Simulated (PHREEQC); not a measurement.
# Metal-bearing waste water: speciation

Make-up at 25 °C: 0.0012 mol/kgw Pb(NO3)2, 0.00097 mol/kgw CuCl2, 0.0033 mol/kgw NaF and 0.084 mol/kgw Na2SO4. Closed to the air; pH follows from the charge balance.

Equilibrium calculation in PHREEQC: ion-association model, wateq4f.dat.

Precipitation was switched off in this run.

Q: What pH, ionic strength does the model give?

A: pH 5.88; ionic strength 0.226 mol/kgw.

Q: In which forms is Pb present?

A: PbSO4 59 %, Pb(SO4)2-2 20 %, Pb+2 19 % of the Pb.

Saturation is exceeded, for instance for Anglesite, Larnakite; the values hold only as long as no solid forms. Species that the database lacks are ignored.
